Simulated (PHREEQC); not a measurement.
# Leach liquor (model solution)

Solution (25 °C): 0.31 mol H2SO4 and 0.00054 mol NiSO4 per kg of water. Closed to the air; pH follows from the charge balance.

Equilibrium calculation in PHREEQC: ion-association model, wateq4f.dat.

Each row changes one thing in this solution. No solid was allowed to form.

```tsv
case	pH	ionic strength (mol/kgw)	HSO4- (mol/kgw)	SO4-2 (mol/kgw)	Ni+2 (mol/kgw)	NiSO4 (mol/kgw)	SI of Morenosite (NiSO4:7H2O)	SI of Ni(OH)2 (Ni(OH)2)
as made	0.58	0.375	0.278	0.0322	0.000392	0.000148	-3.76	-13.61
NiSO4 from 0.00054 to 0.00027 mol/kgw	0.58	0.375	0.278	0.0322	0.000196	?	-4.06	?
H2SO4 replaced by K2SO4 at the same molality	7.19	0.702	3.40e-7	0.196	0.000190	0.000348	-3.36	?
NiSO4 from 0.00054 to 0.000594 mol/kgw	0.58	0.375	0.278	0.0322	0.000431	0.000163	-3.71	-13.57
diluted 5-fold with water	?	0.0929	?	0.0154	7.57e-5	3.22e-5	-4.42	-12.96
NiSO4 from 0.00054 to 0.00081 mol/kgw	0.58	0.376	0.278	0.0323	0.000588	0.000222	-3.58	-13.43
```

Problem. What belongs in the gaps?

Solution. 
- NiSO4 from 0.00054 to 0.00027 mol/kgw, NiSO4 (mol/kgw): 7.39e-5
- NiSO4 from 0.00054 to 0.00027 mol/kgw, SI of Ni(OH)2 (Ni(OH)2): -13.91
- H2SO4 replaced by K2SO4 at the same molality, SI of Ni(OH)2 (Ni(OH)2): -0.65
- diluted 5-fold with water, pH: 1.19
- diluted 5-fold with water, HSO4- (mol/kgw): 0.0467

The ionic strength passes 0.7 mol/kgw, the rough limit of the ion-association models, in H2SO4 replaced by K2SO4 at the same molality.
